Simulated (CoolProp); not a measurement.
Saturation properties of hexamethyldisiloxane (MM) (Tc = 518.7 K, pc = 19.31 bar, ω = 0.418).

Model: reference Helmholtz-energy equation of state, Thol 2016, in CoolProp.

| T (K) | p (bar) | liquid density (kg/m³) | enthalpy of vaporisation (kJ/kg) | liquid cp (kJ/(kg K)) |
|---|---|---|---|---|
| 394.8 | … | 648.4 | 181.1 | 2.184 |
| 400.2 | 2.061 | 641.3 | 177.9 | 2.202 |
| 405.7 | 2.355 | … | 174.6 | 2.221 |
| 411.2 | 2.681 | 626.5 | … | 2.241 |
| 416.7 | 3.039 | … | 167.8 | 2.261 |
| 422.1 | 3.426 | 611.1 | 164.2 | 2.281 |
| 427.6 | 3.856 | 603.0 | 160.5 | 2.303 |
| 433.1 | 4.327 | 594.6 | 156.6 | 2.326 |
| 438.6 | 4.840 | 586.1 | 152.6 | 2.351 |
| 444.1 | 5.398 | 577.2 | 148.4 | 2.376 |
| 449.5 | 5.992 | 568.1 | 144.1 | 2.404 |

Question: Some entries are withheld; supply them.

Answer: 
- 394.8, p (bar): 1.800
- 405.7, liquid density (kg/m³): 634.0
- 411.2, enthalpy of vaporisation (kJ/kg): 171.3
- 416.7, liquid density (kg/m³): 618.8

It boils at 373.7 K under 1 atm.
